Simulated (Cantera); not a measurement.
Input: 1 mol MgCO₃, 2.6 mol CO₂, 2.1 mol H₂O, at 0.608 Torr.

Cantera equilibrium calculation (NASA polynomials, part measured and part estimated; ideal gas, pure solids and liquids). Candidate condensed phases: C, C₆H₆, C₇H₈, C₈H₁₈, H₂O, Mg, MgCO₃, MgO, Mg(OH)₂; 116 gas species. The numbers say what is thermodynamically allowed, not how fast it happens. All values below are at 1800 °C.

Base state: CO₂ 0.431, H₂O 0.294, CO 0.135, O₂ 0.0711, OH 0.0224, H₂ 0.0190, H 0.0127, O 0.0108 (mole fractions); condensed: MgO(s).

Q: What changes in the equilibrium state with this change: pressure from 0.608 Torr to 1 atm?

A: 
```json
[
 {"species": "CO₂", "before": "0.431", "after": "0.610"},
 {"species": "H₂O", "before": "0.294", "after": "0.362"},
 {"species": "CO", "before": "0.135", "after": "0.0159"},
 {"species": "H", "before": "0.0127", "after": "0.000115"},
 {"species": "O", "before": "0.0108", "after": "0.000104"},
 {"species": "H₂", "before": "0.0190", "after": "0.00194"},
 {"species": "OH", "before": "0.0224", "after": "0.00244"},
 {"species": "O₂", "before": "0.0711", "after": "0.00827"},
 {"species": "Mg(OH)₂", "before": "2.03e-5", "after": "2.50e-5"},
 {"species": "Mg", "before": "0.00332", "after": "2.20e-7"},
 {"species": "MgO", "before": "0.000102", "after": "8.13e-8"},
 {"species": "MgOH", "before": "0.000114", "after": "1.03e-6"},
 {"species": "MgO(s), mol", "before": "0.977", "after": "1.000"}
]
```
